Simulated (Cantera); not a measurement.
What does this Cantera script print?

```python
import numpy as np
import cantera as ct

gas_names = """
    C CH CH2 CH3 CH2OH CH3O CH4 CH3OH CO CO2 COOH C2 C2H CHCO,ketyl C2H2,acetylene C2H2,vinylidene
    CH2CO,ketene C2H3,vinyl CH3CO,acetyl C2H4 C2H4O,ethylen CH3CHO,ethanal CH3COOH (HCOOH)2 C2H5 C2H6
    CH3OCH3 C2H5OH C2O C3 C3H3,propargyl C3H4,allene C3H4,propyne C3H4,cyclo- C3H5,allyl C3H6,propylene
    C3H6,cyclo- C3H6O C3H7,n-propyl C3H7,i-propyl C3H8 C3H8O,1propanol C3H8O,2propanol C3O2 C4 C4H2
    C4H4,1,3-cyclo- C4H6,butadiene C4H6,2-butyne C4H6,cyclo- C4H8,1-butene C4H8,cis2-buten
    C4H8,tr2-butene C4H8,isobutene C4H8,cyclo- (CH3COOH)2 C4H9,n-butyl C4H9,i-butyl C4H9,s-butyl
    C4H9,t-butyl C4H10,isobutane C4H10,n-butane C5 C5H6,1,3cyclo- C5H8,cyclo- C5H10,1-pentene
    C5H10,cyclo- C5H11,pentyl C5H11,t-pentyl C5H12,n-pentane C5H12,i-pentane CH3C(CH3)2CH3 C6H2
    C6H5,phenyl C6H5O,phenoxy C6H6 C6H5OH,phenol C6H10,cyclo- C6H12,1-hexene C6H12,cyclo- C6H13,n-hexyl
    C7H7,benzyl C7H8 C7H8O,cresol C7H14,1-heptene C7H15,n-heptyl C7H16,n-heptane C8H8,styrene
    C8H10,ethylbenz C8H16,1-octene C8H17,n-octyl C8H18,isooctane C8H18,n-octane C9H19,n-nonyl
    C10H8,naphthale C10H21,n-decyl C12H9,o-bipheny C12H10,bipheny Fe FeC5O5 FeO Fe(OH)2 H HCO HO2 H2
    HCHO,formaldehy HCOOH H2O H2O2 O OH O2 O3
""".split()
cond_names = """
    C(gr) C6H6(L) C7H8(L) C8H18(L),n-octa Fe(a) Fe(c) Fe(d) Fe(L) FeC5O5(L) FeO(s) FeO(L) Fe(OH)2(s)
    Fe(OH)3(s) Fe2O3(s) Fe3O4(s) H2O(s) H2O(L)
""".split()


def load(file, names, dense=False):
    # The tables refer to 1 bar. Condensed volumes are neglected.
    table = {s.name: s for s in ct.Species.list_from_file(file)}
    out = []
    for n in names:
        d = dict(table[n].input_data)
        d["thermo"] = dict(d["thermo"], **{"reference-pressure": 1e5})
        if dense:
            d["equation-of-state"] = {"model": "constant-volume", "density": "1e6 g/cm^3"}
        out.append(ct.Species.from_dict(d))
    return out


gas = ct.Solution(thermo="ideal-gas", species=load("nasa_gas.yaml", gas_names))
cond = {s.name: ct.Solution(thermo="fixed-stoichiometry", species=[s], name=s.name)
        for s in load("nasa_condensed.yaml", cond_names, dense=True)}
atoms = {
    'Fe3O4': {'Fe': 3, 'O': 4},
    'C': {'C': 1},
    'H2': {'H': 2},
}
top_T = {'C(gr)': 4500, 'Fe2O3(s)': 1830, 'Fe3O4(s)': 1870}  # K; cautious upper limits of use, not melting points


def equilibrate(T, P, feed):
    n = {}
    for name, mol in feed.items():
        for a, k in atoms[name].items():
            n[a] = n.get(a, 0.0) + k * mol
    gas.TPX = T, P, n
    mass = sum(n.values()) * gas.mean_molecular_weight
    gas.equilibrate("TP")
    valid = [c for c in cond.values() if c.min_temp <= T <= top_T.get(c.name, c.max_temp)]
    mix = ct.Mixture([(gas, mass / gas.mean_molecular_weight)] + [(c, 0.0) for c in valid])
    mix.T, mix.P = T, P
    mix.equilibrate("TP", solver="vcs", rtol=1e-11, max_steps=5000)
    return mix


results = []
feed = {'Fe3O4': 1, 'C': 1.2, 'H2': 0.55}  # mol
P = 58000  # Pa
for T in [1150, 1225, 1300, 1375, 1450, 1525, 1600, 1675, 1750]:
    mix = equilibrate(T, P, feed)
    results.append((T, P, feed, dict(zip(mix.species_names, mix.species_moles))))
    x = sorted(zip(gas.X, gas.species_names), reverse=True)
    print(f"T = {T:g} K  P = {P:g} Pa  gas = {mix.phase_moles(0):.4g} mol")
    print("   x: " + "  ".join(f"{s} {v:.3e}" for v, s in x if v > 0.001))
    print("   condensed (mol): " + ("  ".join(f"{mix.phase(i).name} {mix.phase_moles(i):.4g}"
          for i in range(1, mix.n_phases) if mix.phase_moles(i) > 1e-12) or "none"))
```

Output:

```
T = 1150 K  P = 58000 Pa  gas = 1.75 mol
   x: CO 5.660e-01  H2 2.511e-01  CO2 1.198e-01  H2O 6.316e-02
   condensed (mol): Fe(a) 0.52  FeO(s) 2.48
T = 1225 K  P = 58000 Pa  gas = 1.75 mol
   x: CO 5.726e-01  H2 2.436e-01  CO2 1.131e-01  H2O 7.065e-02
   condensed (mol): Fe(c) 0.5216  FeO(s) 2.478
T = 1300 K  P = 58000 Pa  gas = 1.75 mol
   x: CO 5.782e-01  H2 2.367e-01  CO2 1.075e-01  H2O 7.758e-02
   condensed (mol): Fe(c) 0.5239  FeO(s) 2.476
T = 1375 K  P = 58000 Pa  gas = 1.75 mol
   x: CO 5.832e-01  H2 2.305e-01  CO2 1.026e-01  H2O 8.381e-02
   condensed (mol): Fe(c) 0.5261  FeO(s) 2.474
T = 1450 K  P = 58000 Pa  gas = 1.75 mol
   x: CO 5.876e-01  H2 2.249e-01  CO2 9.815e-02  H2O 8.937e-02
   condensed (mol): Fe(c) 0.5282  FeO(s) 2.472
T = 1525 K  P = 58000 Pa  gas = 1.75 mol
   x: CO 5.915e-01  H2 2.200e-01  H2O 9.431e-02  CO2 9.420e-02
   condensed (mol): Fe(c) 0.5299  FeO(s) 2.47
T = 1600 K  P = 58000 Pa  gas = 1.75 mol
   x: CO 5.950e-01  H2 2.156e-01  H2O 9.871e-02  CO2 9.067e-02
   condensed (mol): Fe(c) 0.5314  FeO(s) 2.469
T = 1675 K  P = 58000 Pa  gas = 1.75 mol
   x: CO 6.002e-01  H2 2.134e-01  H2O 1.008e-01  CO2 8.552e-02
   condensed (mol): Fe(d) 0.5261  FeO(L) 2.474
T = 1750 K  P = 58000 Pa  gas = 1.75 mol
   x: CO 6.080e-01  H2 2.149e-01  H2O 9.930e-02  CO2 7.762e-02
   condensed (mol): Fe(d) 0.5096  FeO(L) 2.49
```

Method: chemical equilibrium by Gibbs-energy minimisation in Cantera with the NASA 1993 tables (ideal gas, pure condensed phases). Mutual solubility and eutectic melting of coexisting phases are not modelled. The tables' stoichiometric FeO is somewhat more stable than real wüstite, so its field is too wide. FeO: taken at fixed stoichiometry.
